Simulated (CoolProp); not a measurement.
The fluid at 293.15 K and 2.07 MPa (liquid) is heated at constant pressure to 308 K. The same conditions are run with several fluids, on thermodynamics alone (safety and materials aside).

Model: reference Helmholtz-energy equation of state of each fluid (c-C4F8 (RC318): Platzer 1990; propylene: Lemmon 2013; R365MFC: Lemmon 2016; n-heptane: Span 2003; n-octane: Beckmüller 2019), in CoolProp. The equations of Platzer and Polt are older, rougher fits.

```json
[
 {"fluid": "c-C4F8 (RC318)", "heat (kJ/kg)": "(withheld)", "final density (kg/m³)": "(withheld)"},
 {"fluid": "propylene", "heat (kJ/kg)": "(withheld)", "final density (kg/m³)": "(withheld)"},
 {"fluid": "R365MFC", "heat (kJ/kg)": "(withheld)", "final density (kg/m³)": "1240"},
 {"fluid": "n-heptane", "heat (kJ/kg)": "(withheld)", "final density (kg/m³)": "(withheld)"},
 {"fluid": "n-octane", "heat (kJ/kg)": "33.2", "final density (kg/m³)": "(withheld)"}
]
```

Question: Some entries are withheld; supply them.

Answer: 
- c-C4F8 (RC318), heat (kJ/kg): 16.5
- c-C4F8 (RC318), final density (kg/m³): 1470
- propylene, heat (kJ/kg): 39.6
- propylene, final density (kg/m³): 491
- R365MFC, heat (kJ/kg): 20.4
- n-heptane, heat (kJ/kg): 33.4
- n-heptane, final density (kg/m³): 673
- n-octane, final density (kg/m³): 692
